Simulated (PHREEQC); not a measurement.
**Buffer**

Dissolve 0.016 mol/kgw H3PO4 and 0.00058 mol/kgw KOH at 25 °C. Closed to the air; pH follows from the charge balance.

All values are PHREEQC results (ion-association model, wateq4f.dat), not measurements.

This is a speciation only: nothing precipitates in the calculation.

Task: What pH, ionic strength does the model give?

Result: pH 2.15; ionic strength 0.00823 mol/kgw.

Task: In which forms is P present?

Result: H2PO4- 51 %, H3PO4 49 % of the P.

Species that the database lacks are ignored. H3PO4, which wateq4f.dat lacks, is added to it with the constant of phreeqc.dat.
